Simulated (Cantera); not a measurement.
A Cantera script and its output.

```python
import numpy as np
import cantera as ct

gas = ct.Solution("gri30.yaml")
gas.TPX = 1200, 101325, {'C2H4': 1, 'O2': 3.61, 'N2': 13.6, 'CO2': 1.1}
reactor = ct.IdealGasConstPressureReactor(gas, energy="on", clone=False)
net = ct.ReactorNet([reactor])
net.rtol, net.atol = 1e-08, 1e-16
show = ['C2H4', 'O2', 'CO', 'CH2CO', 'CO2', 'O']
times = np.geomspace(2e-06, 3, 11)

steps = ct.SolutionArray(gas, extra=["t"])
rows = []
print(f"{'t/s':>10s}{'T/K':>9s}{'P/Pa':>11s}" + "".join(f"{s:>11s}" for s in show))
for t in times:
    while net.time < t:
        t_next = net.step()
        steps.append(gas.state, t=t_next)
    rows.append([np.interp(t, steps.t, y) for y in (steps.T, steps.P, *steps(*show).X.T)])
    print(f"{t:10.3e}{rows[-1][0]:9.1f}{rows[-1][1]:11.4g}" + "".join(f"{x:11.3e}" for x in rows[-1][2:]))
rate = np.gradient(steps.T, steps.t)
print("integrator steps:", len(steps.t))
if steps.T.max() > steps.T[0] + 200:
    print(f"time of steepest temperature rise: {steps.t[rate.argmax()]:.4e} s")
gas.TPX = 1200, 101325, {'C2H4': 1, 'O2': 3.61, 'N2': 13.6, 'CO2': 1.1}
gas.equilibrate("HP")
print(f"equilibrium (HP): T = {gas.T:.1f} K  " + "  ".join(f"{s} {gas[s].X[0]:.3e}" for s in show))
```

Result:

```
       t/s      T/K       P/Pa       C2H4         O2         CO      CH2CO        CO2          O
 2.000e-06   1200.0  1.013e+05  5.179e-02  1.869e-01  3.500e-13  1.541e-13  5.697e-02  6.314e-14
 8.292e-06   1200.0  1.013e+05  5.179e-02  1.869e-01  4.472e-12  2.786e-12  5.697e-02  2.303e-13
 3.438e-05   1200.0  1.013e+05  5.179e-02  1.869e-01  8.305e-11  5.761e-11  5.697e-02  1.252e-12
 1.425e-04   1200.0  1.013e+05  5.179e-02  1.869e-01  8.699e-09  6.165e-09  5.697e-02  7.223e-11
 5.908e-04   2323.1  1.013e+05  1.956e-25  5.099e-02  4.817e-02  1.509e-18  1.059e-01  9.515e-03
 2.449e-03   2553.9  1.013e+05  4.835e-26  4.244e-02  3.011e-02  7.932e-19  1.268e-01  3.888e-03
 1.016e-02   2547.5  1.013e+05  4.850e-26  4.003e-02  2.994e-02  7.807e-19  1.270e-01  3.649e-03
 4.210e-02   2543.6  1.013e+05  4.859e-26  3.866e-02  2.986e-02  7.727e-19  1.271e-01  3.517e-03
 1.745e-01   2543.6  1.013e+05  4.859e-26  3.864e-02  2.986e-02  7.726e-19  1.271e-01  3.515e-03
 7.236e-01   2543.6  1.013e+05  4.859e-26  3.864e-02  2.986e-02  7.726e-19  1.271e-01  3.515e-03
 3.000e+00   2543.6  1.013e+05  4.859e-26  3.864e-02  2.986e-02  7.726e-19  1.271e-01  3.515e-03
integrator steps: 1789
time of steepest temperature rise: 4.2824e-04 s
equilibrium (HP): T = 2543.6 K  C2H4 5.646e-26  O2 3.864e-02  CO 2.986e-02  CH2CO 8.959e-19  CO2 1.271e-01  O 3.515e-03
```

Cantera simulation using GRI-Mech 3.0 (53 species, 325 reactions); the numbers are that mechanism's predictions, not measurements. GRI-Mech 3.0 was tuned for natural gas; its chemistry of ethylene as a main component is partial and can be far from experiment.
